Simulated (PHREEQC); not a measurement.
## Copper plating or etch bath: an equilibrium model

Dissolve 120 mmol/kgw CuSO4 and 94 mmol/kgw HBF4 at 25 °C. Closed to the air; pH follows from the charge balance.

Computed with PHREEQC (ion-association model, wateq4f.dat).

Each row changes one thing in this solution. Precipitation was switched off in this run.

```
case                                pH  ionic strength (mol/kgw)
--------------------------------  ----  ------------------------
as made                           1.44                     0.328
HBF4 left out                     4.50                     0.242
CuSO4 from 0.12 to 0.06 mol/kgw   1.31                     0.217
CuSO4 left out                    1.12                    0.0911
0.021 mol/kgw Na2CO3 added        1.74                     0.336
HBF4 from 0.094 to 0.047 mol/kgw  1.80                     0.282
0.0047 mol/kgw KOH added          1.46                     0.328
```

Species that the database lacks are ignored. Some of these states are supersaturated (in Antlerite, Brochantite, for instance). Real BF4- forms and hydrolyses slowly; the run takes it at equilibrium.
